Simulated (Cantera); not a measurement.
A closed system holds: 1 mol Cu₂O, 6.1 mol CO, 15 mol H₂, equilibrated at 2375 K and 1.33 mbar.

Cantera equilibrium calculation (NASA polynomials, part measured and part estimated; ideal gas, pure solids and liquids). Candidate condensed phases: C, C₆H₆, C₇H₈, C₈H₁₈, Cu, CuO, Cu(OH)₂, Cu₂O, H₂O; 113 gas species. Kinetics and transport are ignored.

Base state: H₂ 0.411, H 0.248, CO 0.228, Cu 0.0756, H₂O 0.0303, OH 0.00325, CO₂ 0.00287, O 0.00132 (mole fractions); condensed: gas only.

Problem. What changes in the equilibrium state with this change: temperature from 2375 K to 1150 K?

Solution. 
```json
[
 {"species": "H₂", "before": "0.411", "after": "0.676"},
 {"species": "CO", "before": "0.228", "after": "0.277"},
 {"species": "H₂O", "before": "0.0303", "after": "0.0352"},
 {"species": "H", "before": "0.248", "after": "1.68e-6"},
 {"species": "Cu", "before": "0.0756", "after": "2.17e-6"},
 {"species": "CO₂", "before": "0.00287", "after": "0.0122"},
 {"species": "OH", "before": "0.00325", "after": "<1e-9"},
 {"species": "O", "before": "0.00132", "after": "<1e-9"},
 {"species": "O₂", "before": "4.02e-5", "after": "<1e-9"},
 {"species": "Cu(s), mol", "before": "0", "after": "2.00"}
]
```
